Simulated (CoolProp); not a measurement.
A simple Rankine cycle with sulfur dioxide: condensing at 329.15 K, boiler at 3.68 MPa, turbine inlet 402.3 K, turbine efficiency 0.75, pump efficiency 0.8, no recuperator. Each further row changes one setting.

Computed with CoolProp (reference Helmholtz-energy equation of state, Gao 2016).

```
case                             thermal efficiency (%)  net work (kJ/kg)  heat in (kJ/kg)  turbine exit temperature (K)  volume ratio over the turbine
-------------------------------  ----------------------  ----------------  ---------------  ----------------------------  -----------------------------
as stated                                           9.7              32.9              339                         329.1                           3.39
turbine inlet 422.3 K                              10.0              36.2              361                         332.9                           3.22
condensing temperature 321.15 K                    10.9              38.4              351                         321.2                           4.16
boiler pressure 2.58 MPa                            7.6              27.4              358                         339.6                           2.33
turbine efficiency 0.65                             8.3              28.2              339                         329.1                           3.44
```

The expansion ends wet for: as stated; condensing temperature 321.15 K; turbine efficiency 0.65.
